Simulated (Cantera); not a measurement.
Input: 1 mol CCl4, 1.3 mol CH4, held at 1025 K and 100 Torr.

Equilibrium computed with Cantera from the NASA thermochemical tables; the gas is ideal and each condensed phase is pure. Candidate condensed phases: C, C6H6, C7H8, C8H18; 91 gas species. Equilibrium is a limit: real reactors are often held back by kinetics, nucleation or transport.

Base state: HCl 0.870, H2 0.130, CH4 0.000166 (mole fractions); condensed: C(graphite).

### Question
What changes in the equilibrium state with this change: CH4 from 1.3 to 0.098 mol?

### Answer
```json
[
 {"species": "Cl2", "before": "<1e-9", "after": "0.820"},
 {"species": "HCl", "before": "0.870", "after": "0.178"},
 {"species": "Cl", "before": "2.65e-8", "after": "0.00139"},
 {"species": "H2", "before": "0.130", "after": "<1e-9"},
 {"species": "CCl4", "before": "<1e-9", "after": "0.000472"},
 {"species": "CH4", "before": "0.000166", "after": "<1e-9"},
 {"species": "C(graphite), mol", "before": "2.30", "after": "1.10"}
]
```
Gases not in the tables: chlorinated aromatics.
